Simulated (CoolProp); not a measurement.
C2F6 (R116) along the isobar 2.57 MPa: density (kg/m³) from the reference equation and from simpler models built on Tc = 293.0 K, pc = 3.048 MPa, ω = 0.257; each cubic takes its own stable root.

Computed with CoolProp (reference Helmholtz-energy equation of state, Lemmon 2006). It is a short technical equation, of lower accuracy than the large ones.

```json
[
 {"T (K)": "282.9", "phase": "liquid", "reference": "1038", "van der Waals": "268.4", "Redlich-Kwong": "822.8", "Soave-Redlich-Kwong": "868.3", "Peng-Robinson": "973.9"},
 {"T (K)": "296.6", "phase": "gas", "reference": "228.1", "van der Waals": "217.2", "Redlich-Kwong": "227.4", "Soave-Redlich-Kwong": "225.9", "Peng-Robinson": "235.8"},
 {"T (K)": "310.4", "phase": "gas", "reference": "192.1", "van der Waals": "190.9", "Redlich-Kwong": "194.9", "Soave-Redlich-Kwong": "191.2", "Peng-Robinson": "198.3"},
 {"T (K)": "324.2", "phase": "gas", "reference": "170.7", "van der Waals": "172.8", "Redlich-Kwong": "174.3", "Soave-Redlich-Kwong": "170.1", "Peng-Robinson": "175.7"},
 {"T (K)": "337.9", "phase": "gas", "reference": "155.7", "van der Waals": "159.2", "Redlich-Kwong": "159.5", "Soave-Redlich-Kwong": "155.1", "Peng-Robinson": "159.8"},
 {"T (K)": "351.7", "phase": "gas", "reference": "144.0", "van der Waals": "148.2", "Redlich-Kwong": "147.7", "Soave-Redlich-Kwong": "143.4", "Peng-Robinson": "147.4"},
 {"T (K)": "365.5", "phase": "gas", "reference": "134.6", "van der Waals": "139.0", "Redlich-Kwong": "138.1", "Soave-Redlich-Kwong": "134.0", "Peng-Robinson": "137.4"},
 {"T (K)": "379.3", "phase": "gas", "reference": "126.7", "van der Waals": "131.2", "Redlich-Kwong": "130.1", "Soave-Redlich-Kwong": "126.1", "Peng-Robinson": "129.1"},
 {"T (K)": "393", "phase": "gas", "reference": "120.0", "van der Waals": "124.4", "Redlich-Kwong": "123.2", "Soave-Redlich-Kwong": "119.4", "Peng-Robinson": "122.1"}
]
```

At some of these states van der Waals gives the other phase, because its saturation line lies elsewhere.
